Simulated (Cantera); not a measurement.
Mixture: 5.03 % CH4, 14.0 % O2, 81.0 % N2, equivalence ratio 0.72, at 10.0 bar, adiabatic and at constant pressure. Ignition delay is the time to a rise of 400 K.

Computed with Cantera and GRI-Mech 3.0 (53 species, 325 reactions).

Q: Predict: delay at 1248 K; delay at 1323 K; delay at 1398 K; delay at 1473 K; delay at 1548 K; delay at 1623 K; delay at 1698 K; apparent activation energy between 1548 and 1698 K.

A: 
| Quantity | Value |
|---|---|
| delay at 1248 K | 3.41 ms |
| delay at 1323 K | 1.47 ms |
| delay at 1398 K | 0.668 ms |
| delay at 1473 K | 0.317 ms |
| delay at 1548 K | 0.157 ms |
| delay at 1623 K | 81.3 µs |
| delay at 1698 K | 44.2 µs |
| apparent activation energy between 1548 and 1698 K | 180 kJ/mol |
